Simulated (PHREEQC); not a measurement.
Dissolve 0.067 mol/kgw HF and 0.034 mol/kgw CuSO4 at 25 °C. Closed to the air; pH follows from the charge balance.

Model: ion-association model, wateq4f.dat, run in PHREEQC.

Q: The ionic strength comes out as 0.0875 mol/kgw. What activity coefficients do H+, HSO4-, F-, CuF+, Cu+2 get?

A: H+ 0.83, HSO4- 0.79, F- 0.77, CuF+ 0.79, Cu+2 0.42.

No solid was allowed to form. wateq4f.dat counts part of the HF as a dimer, H2F2, which phreeqc.dat doesn't know; its constant is uncertain.
